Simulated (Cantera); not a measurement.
**Thermodynamics of tantalum, niobium, vanadium and zirconium in process gases, feed V + N₂**

Input: 1 mol V, 15 mol N₂, equilibrated at 2798.15 K and 458 Torr.

Cantera equilibrium calculation (NASA polynomials, part measured and part estimated; ideal gas, pure solids and liquids). Candidate condensed phases: V, VN; 4 gas species. Condensed phases not in the tables: V₂N, N, O or C dissolved in the metal. Rates play no part.

| Item | Value |
|---|---|
| x(N₂) | 0.986 |
| x(V) | 0.0143 |
| x(VN) | 1.74e-5 |
| x(N) | 4.39e-6 |
| n(V(l)) | 0.782 mol |
| gas amount | 15.22 mol |
